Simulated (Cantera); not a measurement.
A diamond (100) surface in a fixed gas of H2 with x(CH4) = 0.0098, x(H) = 0.00036, x(CH3) = 0.0004, 9.00 Torr; coverages are run to steady state.

Computed with Cantera and the Harris–Goodwin 1993 mechanism for the reconstructed diamond (100) surface.

One state of this run: growth (µm/h) = 0.0168; θ c6HH = 0.508; θ c6H* = 0.0469; θ c6*H = 0.429; θ c6** = 0.0151; θ c6HM = 1.82e-5. θ: site fractions in the mechanism's names (c6HH fully hydrogenated, c6H* and c6*H radical sites, c6** diradical, c6HM methylated).

### Question
Which value of T (K) does it belong to?
A. 1175
B. 1100
C. 1025
D. 1400

### Answer
D, 1400
